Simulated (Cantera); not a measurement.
Input: 1 mol B2O3, 42 mol HF, 1.5 mol N2, held at 1450 K and 0.00220 bar.

Method: chemical equilibrium by Gibbs-energy minimisation in Cantera with the NASA 1993 tables (ideal gas, pure condensed phases). Candidate condensed phases: B, BN, B2O3, B3O3H3, H2O; 62 gas species. Equilibrium is a limit: real reactors are often held back by kinetics, nucleation or transport.

Base state: HF 0.878, H2O 0.0412, N2 0.0343, BOF 0.0265, BF3 0.0189, HBO2 0.000415, H2 0.000116, O2 5.16e-5 (mole fractions); condensed: gas only.

Question: What changes in the equilibrium state with this change: temperature from 1450 K to 1523 K?

Answer: 
```json
[
 {"species": "HF", "before": "0.878", "after": "0.886"},
 {"species": "N2", "before": "0.0343", "after": "0.0341"},
 {"species": "H2O", "before": "0.0412", "after": "0.0337"},
 {"species": "BF3", "before": "0.0189", "after": "0.0117"},
 {"species": "BOF", "before": "0.0265", "after": "0.0334"},
 {"species": "OH", "before": "1.85e-5", "after": "3.65e-5"},
 {"species": "H2", "before": "0.000116", "after": "0.000197"}
]
```
